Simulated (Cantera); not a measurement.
Charge: 1 mol trisilylamine, 0.48 mol N₂, equilibrated at 1.20 mbar.

Cantera equilibrium calculation (NASA polynomials, part measured and part estimated; ideal gas, pure solids and liquids). Candidate condensed phases: Si, Si₃N₄; 18 gas species. The feed counts by its element totals alone. Kinetics and transport are ignored.

**Question.** At 1673 K, list the 5 most abundant gas species with their mole fractions, and the condensed phases.

**Answer.** H₂ 0.818, N₂ 0.178, H 0.00297, Si 0.000348, SiH 1.84e-5. Condensed: Si(s).
